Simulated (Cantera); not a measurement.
Input (Python, Cantera):

```python
import numpy as np
import cantera as ct

gas = ct.Solution("h2o2.yaml")
gas.TPX = 450, 97000, {'H2': 1, 'O2': 0.278, 'N2': 1.04}
flame = ct.FreeFlame(gas, width=0.041)
flame.set_refine_criteria(ratio=3, slope=0.08, curve=0.16)
flame.transport_model = "mixture-averaged"
flame.solve(loglevel=0, auto=True)
flame.transport_model = "multicomponent"
flame.soret_enabled = False
flame.solve(loglevel=0, refine_grid=True)
z, T = flame.grid, flame.T
thick = (T[-1] - T[0]) / np.gradient(T, z).max()
show = ['H2', 'O2', 'H2O2', 'H2O', 'HO2', 'H']
print(f"laminar burning velocity  {flame.velocity[0] * 100:.3f} cm/s")
print(f"burnt temperature         {T[-1]:.1f} K")
print(f"thermal thickness         {thick * 1e3:.4f} mm")
print(f"grid points               {len(z)}")
z0 = z[flame.heat_release_rate.argmax()]
print(f"{'z/mm':>9s}{'T/K':>9s}{'u/(m/s)':>9s}" + "".join(f"{s:>11s}" for s in show))
rows = []
for k in (-3, -2, -1.5, -1, -0.5, -0.25, 0, 0.25, 0.5, 1, 2, 4, 8):
    zz = z0 + k * thick
    rows.append([k * thick, np.interp(zz, z, T), np.interp(zz, z, flame.velocity),
                 *(np.interp(zz, z, flame.X[gas.species_index(s)]) for s in show)])
    print(f"{rows[-1][0] * 1e3:9.3f}{rows[-1][1]:9.1f}{rows[-1][2]:9.3f}" + "".join(f"{x:11.3e}" for x in rows[-1][3:]))
```

It prints:

```
laminar burning velocity  557.651 cm/s
burnt temperature         2234.1 K
thermal thickness         0.4164 mm
grid points               120
     z/mm      T/K  u/(m/s)         H2         O2       H2O2        H2O        HO2          H
   -1.249    450.0    5.577  4.314e-01  1.199e-01  1.646e-15  4.508e-13  2.243e-13  1.684e-16
   -0.833    450.0    5.577  4.314e-01  1.199e-01  1.019e-13  2.200e-11  1.249e-11  8.229e-15
   -0.625    450.0    5.577  4.314e-01  1.199e-01  7.512e-12  1.203e-09  8.667e-10  5.784e-13
   -0.416    450.1    5.577  4.314e-01  1.199e-01  1.446e-09  1.551e-07  1.552e-07  8.745e-10
   -0.208    468.6    5.785  4.287e-01  1.200e-01  6.640e-06  5.090e-04  2.154e-04  5.737e-05
   -0.104    731.2    8.838  3.983e-01  1.129e-01  3.489e-05  2.114e-02  2.135e-04  6.459e-03
    0.000   1166.1   13.646  3.019e-01  7.830e-02  3.213e-06  9.925e-02  7.807e-05  4.208e-02
    0.104   1464.9   16.896  2.034e-01  2.438e-02  1.379e-06  2.034e-01  2.268e-05  7.885e-02
    0.208   1598.7   18.319  1.750e-01  5.483e-03  8.547e-07  2.412e-01  4.887e-06  8.513e-02
    0.416   1719.9   19.558  1.761e-01  1.404e-03  5.314e-07  2.511e-01  1.217e-06  7.468e-02
    0.833   1842.6   20.772  1.848e-01  8.781e-04  2.973e-07  2.549e-01  7.367e-07  5.896e-02
    1.665   1960.9   21.912  1.933e-01  5.243e-04  1.540e-07  2.590e-01  4.459e-07  4.340e-02
    3.331   2060.8   22.847  2.005e-01  2.687e-04  7.825e-08  2.630e-01  2.462e-07  2.997e-02
```

Detailed kinetics in Cantera: the H2/O2 subset of GRI-Mech 3.0, which has no nitrogen chemistry. Burning velocities carry a grid error of a few per cent, more on coarse grids.
